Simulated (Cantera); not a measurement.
What does this Cantera script print?

```python
import numpy as np
import cantera as ct

gas_names = """
    Br Br2 H HBr H2 N NH NH2 NH3 N2 N2H2 N2H4 Si SiBr SiBr2 SiBr3 SiBr4 SiH SiHBr3 SiH2 SiH2Br2 SiH3
    SiH3Br SiH4 SiN Si2 Si2N Si3
""".split()
cond_names = """
    Br2(cr) Br2(L) Si(cr) Si(L) Si3N4(a)
""".split()


# ... load() reads the species with a 1 bar reference pressure and builds the phases ...
atoms = {
    'Si': {'Si': 1},
    'HBr': {'H': 1, 'Br': 1},
    'N2': {'N': 2},
}
top_T = {'Si3N4(a)': 2400}  # K; cautious upper limits of use, not melting points


# ... equilibrate(T, P, feed) seeds the gas with the atoms and calls Mixture.equilibrate('TP', solver="vcs", rtol=1e-11, max_steps=5000) ...
results = []
feed = {'Si': 1, 'HBr': 1.1, 'N2': 28}  # mol
T = 1625  # K
P = 2000  # Pa
mix = equilibrate(T, P, feed)
results.append((T, P, feed, dict(zip(mix.species_names, mix.species_moles))))
print(gas.report(threshold=1e-05))
for i in range(1, mix.n_phases):
    print(f"{mix.phase(i).name:16s} {mix.phase_moles(i):12.5e} mol")
```

Result:

```
       temperature   1625 K
          pressure   2000 Pa
           density   0.0044657 kg/m^3
  mean mol. weight   30.168 kg/kmol
   phase of matter   gas

                          1 kg             1 kmol
                     ---------------   ---------------
          enthalpy        1.4083e+06        4.2487e+07  J
   internal energy        9.6047e+05        2.8976e+07  J
           entropy            9264.3        2.7948e+05  J/K
    Gibbs function       -1.3646e+07       -4.1168e+08  J
 heat capacity c_p            1167.2             35213  J/K
 heat capacity c_v            891.63             26899  J/K

                      mass frac. Y      mole frac. X     chem. pot. / RT
                     ---------------   ---------------   ---------------
                Br          0.015311         0.0057806           -24.053
                 H        1.6809e-06        5.0307e-05            -13.67
               HBr          0.048275          0.017999           -37.723
                H2        0.00067953          0.010169            -27.34
                N2           0.89027           0.95872           -30.216
              SiBr        6.1041e-05        1.7053e-05           -31.331
             SiBr2          0.044877         0.0072054           -55.384
             SiBr3        0.00045967        5.1783e-05           -79.437
     [  +20 minor]        6.9388e-05        7.9814e-06

Br2(L)            0.00000e+00 mol
Si(cr)            0.00000e+00 mol
Si3N4(a)          2.63796e-01 mol
```

Cantera equilibrium calculation (NASA polynomials, part measured and part estimated; ideal gas, pure solids and liquids). The tables' values for SiBr3, SiBr are old estimates; treat these amounts as uncertain.
